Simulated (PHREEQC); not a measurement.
# Metal-bearing waste water (model solution)

Consider water at 69 °C with 0.015 mol/kgw ZnSO4, 0.00033 mol/kgw NaF and 0.0001 mol/kgw NaCl. It is in equilibrium with CO2 at log p = -2 (atm). Otherwise closed; pH follows from the charge balance.

All values are PHREEQC results (ion-association model, wateq4f.dat), not measurements.

No solid was allowed to form.

Question: What pH, ionic strength does the model give?

Answer: pH 5.08; ionic strength 0.0363 mol/kgw.

Question: In which forms is Zn present?

Answer: Zn+2 60 %, ZnSO4 38 %, Zn(SO4)2-2 2.1 % of the Zn.

At this temperature some constants are extrapolated from 25 °C, and those without enthalpy data are left unchanged.
